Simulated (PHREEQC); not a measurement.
PHREEQC input (ion-association model, phreeqc.dat):

```
SOLUTION 0
  temp 25
  units mmol/kgw
  pH 7 charge
  Cl 11.81
  Ca 5.9
  O(0) 1 O2(g) -0.68
SOLUTION 1-40
  temp 25
  units mmol/kgw
  pH 7 charge
  Br 3
  K 3
  Cl 0.44
  Na 0.43
  O(0) 1 O2(g) -0.68
END
EXCHANGE 1-40
  X 0.011
  -equilibrate 1
END
SELECTED_OUTPUT 1
  -reset false
  -pH true
  -pe true
  -ionic_strength true
  -water true
  -step true
  -totals Br Ca Cl K Na
  -molalities NaX KX CaX2
  -saturation_indices Halite Sylvite
PRINT
  -reset false
TRANSPORT
  -cells 40
  -shifts 160
  -lengths 0.005
  -time_step 60
  -dispersivities 0.01
  -boundary_conditions flux flux
  -correct_disp true
  -punch_cells 40
  -punch_frequency 5
END
```

Selected output (columns that matter, 23 of 33 rows; pore volumes added in front):

```
pore volumes	pH	mu	Br	Ca	Cl	K	Na	m_NaX	m_KX	m_CaX2	si_Halite	si_Sylvite
0	5.0254	0.00344	0.003	0	0.00044	0.003	0.00043	0.00030584	0.010694	0	-8.3484	-6.8353
0.1375	5.0254	0.00344	0.003	0	0.00044	0.003	0.00043	0.00030584	0.010694	0	-8.3484	-6.8353
0.3875	5.0255	0.00345	0.0029964	0	0.00045362	0.0030088	0.00043126	0.00030584	0.010694	0	-8.334	-6.8209
0.5125	5.026	0.0036113	0.0029386	0	0.00067264	0.0031501	0.00045119	0.00030563	0.010694	0	-8.1445	-6.6311
0.7625	5.0308	0.0054099	0.002294	0	0.0031159	0.0047855	0.00061434	0.00027472	0.010725	0	-7.3561	-5.7954
0.8875	5.0339	0.0068647	0.0017725	6.8033e-25	0.0050922	0.0062101	0.00064462	0.0002232	0.010777	2.3393e-23	-7.1296	-5.4768
1.1375	5.0384	0.0094286	0.00085354	6.1932e-15	0.0085751	0.008941	0.00047766	0.00011602	0.010884	1.0478e-13	-7.0449	-5.104
1.2625	5.0397	0.010283	0.00054738	1.402e-11	0.0097354	0.0099141	0.00035875	7.8852e-05	0.010921	1.9425e-10	-7.1175	-5.0075
1.5125	5.0411	0.011246	0.00020278	1.4678e-06	0.011041	0.011059	0.00017185	3.3898e-05	0.010933	1.6379e-05	-7.3861	-4.9091
1.6375	5.0416	0.011626	0.00011883	0.0001472	0.01136	0.011064	0.00011023	1.7569e-05	0.0088376	0.0010724	-7.5679	-4.898
1.8875	5.0458	0.014981	3.8747e-05	0.003279	0.011663	0.0050979	3.5961e-05	2.5164e-06	0.0017879	0.0046048	-8.054	-5.2345
2.0125	5.0469	0.016022	2.1699e-05	0.004273	0.011728	0.0031733	2.0202e-05	1.2893e-06	0.001015	0.0049918	-8.3051	-5.4412
2.1375	5.0476	0.016666	1.2033e-05	0.0048894	0.011764	0.0019763	1.1334e-05	6.9006e-07	0.00060307	0.0051981	-8.5566	-5.6474
2.3875	5.0483	0.017309	3.617e-06	0.0055086	0.011796	0.00076919	3.5478e-06	2.0718e-07	0.00022512	0.0053873	-9.0616	-6.058
2.5125	5.0484	0.017461	1.9655e-06	0.0056561	0.011803	0.00048039	1.9793e-06	1.1452e-07	0.0001393	0.0054303	-9.3153	-6.2626
2.7625	5.0485	0.017614	5.7279e-07	0.0058051	0.011808	0.00018753	6.1287e-07	3.5139e-08	5.3887e-05	0.005473	-9.8246	-6.6714
2.8875	5.0486	0.01765	3.0759e-07	0.0058408	0.011809	0.00011717	3.4025e-07	1.9467e-08	3.3597e-05	0.0054832	-10.08	-6.8757
3.1375	5.0486	0.017687	8.7997e-08	0.005877	0.01181	4.5718e-05	1.0448e-07	5.9646e-09	1.3081e-05	0.0054935	-10.593	-7.2845
3.2625	5.0486	0.017695	4.6916e-08	0.0058856	0.01181	2.8547e-05	5.78e-08	3.2981e-09	8.1637e-06	0.0054959	-10.85	-7.489
3.5125	5.0486	0.017704	1.3271e-08	0.0058944	0.01181	1.112e-05	1.7643e-08	1.0062e-09	3.1783e-06	0.0054984	-11.366	-7.8985
3.6375	5.0487	0.017707	7.0437e-09	0.0058965	0.01181	6.9367e-06	9.737e-09	5.5524e-10	1.9825e-06	0.005499	-11.624	-8.1035
3.8875	5.0487	0.017709	1.9782e-09	0.0058986	0.01181	2.6971e-06	2.9603e-09	1.6878e-10	7.7072e-07	0.0054996	-12.141	-8.5137
4.0125	5.0487	0.017709	1.047e-09	0.0058992	0.01181	1.6811e-06	1.631e-09	9.2991e-11	4.8037e-07	0.0054998	-12.4	-8.719
```

Species that the database lacks are ignored.
